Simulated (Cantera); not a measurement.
What does this Cantera script print?

```python
import numpy as np
import cantera as ct

gas_names = """
    C CN CO CO2 C2 CCN CNC C2N2 C2O C3 C3O2 C4 C4N2 C5 N NCO NO NO2 NO3 N2 N2O O O2 O3 Si SiC SiC2 SiN
    SiO SiO2 Si2 Si2C Si2N Si3
""".split()
cond_names = """
    C(gr) Si(cr) Si(L) SiC(b) SiO2(Lqz) SiO2(hqz) SiO2(L) Si2N2O(s) Si3N4(a)
""".split()


# ... load() reads the species with a 1 bar reference pressure and builds the phases ...
atoms = {
    'SiC': {'Si': 1, 'C': 1},
    'O2': {'O': 2},
    'N2': {'N': 2},
}
top_T = {'C(gr)': 4500, 'SiC(b)': 3050, 'Si2N2O(s)': 2100, 'Si3N4(a)': 2400}  # K; cautious upper limits of use, not melting points


# ... equilibrate(T, P, feed) seeds the gas with the atoms and calls Mixture.equilibrate('TP', solver="vcs", rtol=1e-11, max_steps=5000) ...
results = []
feed = {'SiC': 1, 'O2': 0.0078, 'N2': 32}  # mol
P = 0.12  # Pa
for T in [1450, 1500, 1550, 1600, 1650, 1700, 1750, 1800, 1850, 1900, 1950, 2000, 2050, 2100]:
    mix = equilibrate(T, P, feed)
    results.append((T, P, feed, dict(zip(mix.species_names, mix.species_moles))))
    x = sorted(zip(gas.X, gas.species_names), reverse=True)
    print(f"T = {T:g} K  P = {P:g} Pa  gas = {mix.phase_moles(0):.4g} mol")
    print("   x: " + "  ".join(f"{s} {v:.3e}" for v, s in x if v > 1e-06))
    print("   condensed (mol): " + ("  ".join(f"{mix.phase(i).name} {mix.phase_moles(i):.4g}"
          for i in range(1, mix.n_phases) if mix.phase_moles(i) > 1e-12) or "none"))
```

It prints:

```
T = 1450 K  P = 0.12 Pa  gas = 32.02 mol
   x: N2 9.993e-01  CO 3.589e-04  Si 2.298e-04  SiO 1.283e-04
   condensed (mol): SiC(b) 0.9885
T = 1500 K  P = 0.12 Pa  gas = 32.03 mol
   x: N2 9.991e-01  CO 4.503e-04  Si 4.123e-04  SiO 3.673e-05
   condensed (mol): SiC(b) 0.9856
T = 1550 K  P = 0.12 Pa  gas = 32.03 mol
   x: N2 9.990e-01  CO 4.826e-04  Si 4.770e-04  SiO 4.435e-06  Si2C 1.062e-06
   condensed (mol): SiC(b) 0.9845
T = 1600 K  P = 0.12 Pa  gas = 32.04 mol
   x: N2 9.987e-01  Si 8.541e-04  CO 4.854e-04  SiC2 3.322e-06  Si2C 2.711e-06  SiO 1.408e-06
   condensed (mol): C(gr) 0.01184  SiC(b) 0.9723
T = 1650 K  P = 0.12 Pa  gas = 32.11 mol
   x: N2 9.967e-01  Si 2.772e-03  CO 4.842e-04  SiC2 1.548e-05  Si2C 1.226e-05  SiN 2.178e-06  CN 1.999e-06  SiO 1.677e-06
   condensed (mol): C(gr) 0.07341  SiC(b) 0.9096
T = 1700 K  P = 0.12 Pa  gas = 32.29 mol
   x: N2 9.910e-01  Si 8.388e-03  CO 4.811e-04  SiC2 6.580e-05  Si2C 5.061e-05  SiN 5.540e-06  CN 5.075e-06  SiO 1.970e-06
   condensed (mol): C(gr) 0.2549  SiC(b) 0.7235
T = 1750 K  P = 0.12 Pa  gas = 32.81 mol
   x: N2 9.752e-01  Si 2.381e-02  CO 4.732e-04  SiC2 2.570e-04  Si2C 1.923e-04  SiN 1.328e-05  CN 1.215e-05  Si2 2.344e-06  SiO 2.267e-06
   condensed (mol): C(gr) 0.7639  SiC(b) 0.197
T = 1800 K  P = 0.12 Pa  gas = 33.01 mol
   x: N2 9.694e-01  Si 2.955e-02  CO 4.714e-04  SiC2 4.308e-04  Si2C 1.455e-04  CN 2.780e-05  SiN 1.411e-05  Si2 1.994e-06  SiO 1.214e-06
   condensed (mol): C(gr) 0.9502
T = 1850 K  P = 0.12 Pa  gas = 33.01 mol
   x: N2 9.693e-01  Si 2.955e-02  SiC2 5.721e-04  CO 4.720e-04  Si2C 7.427e-05  CN 6.099e-05  SiN 1.223e-05  Si2 1.137e-06
   condensed (mol): C(gr) 0.9421
T = 1900 K  P = 0.12 Pa  gas = 33.02 mol
   x: N2 9.691e-01  Si 2.945e-02  SiC2 7.450e-04  CO 4.722e-04  CN 1.283e-04  Si2C 3.897e-05  SiN 1.063e-05  C 2.624e-06  C3 1.721e-06
   condensed (mol): C(gr) 0.9294
T = 1950 K  P = 0.12 Pa  gas = 33.02 mol
   x: N2 9.690e-01  Si 2.928e-02  SiC2 9.539e-04  CO 4.723e-04  CN 2.597e-04  Si2C 2.101e-05  SiN 9.290e-06  C 8.401e-06  C3 6.524e-06  C2N2 1.090e-06
   condensed (mol): C(gr) 0.9111
T = 2000 K  P = 0.12 Pa  gas = 33.03 mol
   x: N2 9.687e-01  Si 2.905e-02  SiC2 1.202e-03  CN 5.073e-04  CO 4.723e-04  C 2.537e-05  C3 2.310e-05  Si2C 1.162e-05  SiN 8.153e-06  C2 1.954e-06  C2N2 1.763e-06
   condensed (mol): C(gr) 0.8845
T = 2050 K  P = 0.12 Pa  gas = 33.04 mol
   x: N2 9.681e-01  Si 2.875e-02  SiC2 1.494e-03  CN 9.585e-04  CO 4.722e-04  C3 7.675e-05  C 7.256e-05  SiN 7.182e-06  Si2C 6.583e-06  C2 6.541e-06  C2N2 2.786e-06  N 1.639e-06
   condensed (mol): C(gr) 0.8432
T = 2100 K  P = 0.12 Pa  gas = 33.06 mol
   x: N2 9.671e-01  Si 2.840e-02  SiC2 1.830e-03  CN 1.756e-03  CO 4.719e-04  C3 2.405e-04  C 1.974e-04  C2 2.066e-05  SiN 6.347e-06  C2N2 4.305e-06  Si2C 3.808e-06  N 3.203e-06  SiC 1.141e-06
   condensed (mol): C(gr) 0.7731
```

Cantera equilibrium calculation (NASA polynomials, part measured and part estimated; ideal gas, pure solids and liquids). The tables' values for SiN are old estimates; treat these amounts as uncertain.
